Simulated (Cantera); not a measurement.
A perfectly stirred reactor is fed with C3H8 : O2 : N2 = 1 : 10.4 : 39.2 (molar parts), at 1800 Torr; it is adiabatic with a 500 K inlet, and is followed from long to short residence time, starting on the burning branch (τ in s: 0.083, 0.035, 0.015, 0.0065, 0.0028, 0.0012, 0.0005, 0.00022, 9.2e-05, 3.9e-05, 1.7e-05, 7.2e-06, 3.1e-06).

Model: GRI-Mech 3.0 (53 species, 325 reactions), integrated in Cantera. GRI-Mech 3.0 was tuned for natural gas; its chemistry of propane as a main component is partial and can be far from experiment.

x: mole fraction; the columns are a selection and need not sum to one.

```tsv
τ (s)	T (K)	x C3H8	x O2	x H	x CO	x CH4	x HCN
0.083	1627	1.49e-6	0.105	2.76e-6	[?]	3.89e-7	1.77e-9
0.035	1624	2.71e-6	0.105	6.19e-6	[?]	5.40e-7	2.46e-9
0.015	1620	4.77e-6	0.105	1.37e-5	[?]	7.59e-7	3.12e-9
0.0065	1612	8.27e-6	0.105	2.96e-5	[?]	1.13e-6	3.72e-9
0.0028	1599	1.45e-5	0.106	6.25e-5	[?]	1.90e-6	4.52e-9
0.0012	1577	2.64e-5	0.107	0.000125	[?]	3.93e-6	6.20e-9
0.00050	1531	5.68e-5	0.109	0.000224	[?]	1.18e-5	1.01e-8
0.00022	500	0.0198	0.206	<1e-12	<1e-12	<1e-12	<1e-12
9.2e-5	500	0.0198	0.206	<1e-12	<1e-12	<1e-12	<1e-12
3.9e-5	500	0.0198	0.206	<1e-12	<1e-12	<1e-12	<1e-12
1.7e-5	500	0.0198	0.206	<1e-12	<1e-12	<1e-12	<1e-12
7.2e-6	500	0.0198	0.206	<1e-12	<1e-12	<1e-12	<1e-12
3.1e-6	500	0.0198	0.206	<1e-12	<1e-12	<1e-12	<1e-12
```

Problem. Some entries are withheld; supply them.

Solution. 
- 0.083, x CO: 0.000252
- 0.035, x CO: 0.000457
- 0.015, x CO: 0.000820
- 0.0065, x CO: 0.00146
- 0.0028, x CO: 0.00264
- 0.0012, x CO: 0.00485
- 0.00050, x CO: 0.00956
